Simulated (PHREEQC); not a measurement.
Dissolve 0.00355 mol/kgw KHCO3, 0.115 mol/kgw NH3 and 0.0315 mol/kgw LiCl at 54 °C. Closed to the air; pH follows from the charge balance.

All values are PHREEQC results (ion-association model, phreeqc.dat), not measurements.

No solid was allowed to form.

Task: What pH, ionic strength does the model give?

Result: pH 10.09; ionic strength 0.0403 mol/kgw.

Task: In which forms is N present?

Result: NH3 97 %, NH4+ 2.7 % of the N.

Species that the database lacks are ignored. At this temperature some constants are extrapolated from 25 °C, and those without enthalpy data are left unchanged.
